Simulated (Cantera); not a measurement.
ZrO2 + H2 (hydrogen reduction and annealing atmospheres)

A closed system holds: 1 mol ZrO2, 66 mol H2, equilibrated at 65.0 mbar.

These are equilibrium values from Cantera (NASA tables, ideal gas, pure condensed phases), not measurements of a reactor. Candidate condensed phases: H2O, Zr, ZrO2; 12 gas species. The numbers say what is thermodynamically allowed, not how fast it happens.

From 1102 °C to 1202 °C the condensed part is ZrO2(monoclinic). From 1302 °C to 1702 °C the condensed part is ZrO2(tetragonal).

```csv
T (°C),x H2,x H,x H2O,x ZrO,x Zr,n ZrO2(monoclinic),n ZrO2(tetragonal)
1102,1.000,1.34e-5,3.75e-10,<1e-12,<1e-12,1.00,0
1202,1.000,5.09e-5,2.16e-9,1.47e-12,<1e-12,1.00,0
1302,1.000,0.000163,9.73e-9,3.62e-11,2.14e-12,0,1.00
1402,1.000,0.000455,3.65e-8,6.06e-10,3.34e-11,0,1.000
1502,0.999,0.00113,1.18e-7,7.35e-9,3.83e-10,0,1.000
1602,0.997,0.00257,3.35e-7,6.79e-8,3.38e-9,0,1.000
1702,0.995,0.00535,8.53e-7,5.00e-7,2.39e-8,0,1.000
```
x: gas mole fraction; n: condensed amount in mol.
